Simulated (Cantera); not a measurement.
Charge: 1 mol SiC, 1.2 mol N2O, 750 mol H2, at 923.15 K.

Equilibrium computed with Cantera from the NASA thermochemical tables; the gas is ideal and each condensed phase is pure. Candidate condensed phases: C, C6H6, C7H8, C8H18, H2O, Si, SiC, SiO2, Si2N2O, Si3N4; 151 gas species. Kinetics and transport are ignored.

**Question.** Which condensed phases are stable at each of these points (P (Pa)): 0.100, 2.50, 63, 1600, 40000, 1000000?

**Answer.** 
```tsv
P (Pa)	condensed phases	Si condensed (%)
0.100	C(graphite) + Si2N2O(s)	100.0
2.50	C(graphite) + Si2N2O(s)	100.0
63	C(graphite) + SiO2(β-quartz) + Si2N2O(s)	100.0
1600	SiO2(β-quartz) + Si2N2O(s)	100.0
40000	SiO2(β-quartz) + Si2N2O(s)	100.0
1000000	SiO2(β-quartz) + Si2N2O(s)	100.0
```

From 1.00e-6 bar to 2.50e-5 bar the condensed part is C(graphite) + Si2N2O(s). At 0.000630 bar the condensed part is C(graphite) + SiO2(β-quartz) + Si2N2O(s). From 0.0160 bar to 10.0 bar the condensed part is SiO2(β-quartz) + Si2N2O(s).
